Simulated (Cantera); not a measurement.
Feed: 1 mol SiCl4, 0.91 mol C2H2, 9.3 mol H2, at 5.90 mbar.

Method: chemical equilibrium by Gibbs-energy minimisation in Cantera with the NASA 1993 tables (ideal gas, pure condensed phases). Candidate condensed phases: C, C6H6, C7H8, C8H18, Si, SiC; 109 gas species. The tables' values for SiCl, SiCl3 are old estimates; treat these amounts as uncertain. The numbers say what is thermodynamically allowed, not how fast it happens. All values below are at 1752 °C.

Base state: H2 0.672, HCl 0.283, H 0.0205, SiCl2 0.0166, Cl 0.00641, C2H2 (acetylene) 0.000608, Si 0.000593, SiCl 0.000414 (mole fractions); condensed: C(graphite) + SiC(s).

What changes in the equilibrium state with this change: pressure from 5.90 mbar to 0.330 bar?


```
species             before    after
----------------  --------  -------
H2                   0.672    0.688
HCl                  0.283    0.290
SiCl2               0.0166   0.0170
H                   0.0205  0.00278
SiCl4              5.72e-7  3.37e-5
SiHCl3             5.57e-7  3.28e-5
CH4                1.06e-6  6.21e-5
Si                0.000593  1.06e-5
C(graphite), mol      1.02     1.02
SiC(s), mol          0.780    0.781
```
The tables' values for SiCl3, SiCl are old estimates; treat these amounts as uncertain.

What changes in the equilibrium state with this change: H2 from 9.3 to 62 mol?


```tsv
species	before	after
H2	0.672	0.914
HCl	0.283	0.0585
H	0.0205	0.0240
SiCl2	0.0166	0.000524
Si	0.000593	0.000593
SiCl3	9.26e-5	5.19e-7
Cl	0.00641	0.00114
SiCl	0.000414	7.36e-5
C(graphite), mol	1.02	0.791
SiC(s), mol	0.780	0.915
```
The tables' values for SiCl are old estimates; treat these amounts as uncertain.

What changes in the equilibrium state with this change: H2 from 9.3 to 140 mol?


```
species             before     after
----------------  --------  --------
H2                   0.672     0.947
HCl                  0.283    0.0269
H                   0.0205    0.0244
SiCl2               0.0166  0.000107
Si                0.000593  0.000593
SiCl3              9.26e-5   4.76e-8
Cl                 0.00641  0.000514
C(graphite), mol      1.02     0.681
SiC(s), mol          0.780     0.879
```
The tables' values for SiCl are old estimates; treat these amounts as uncertain.
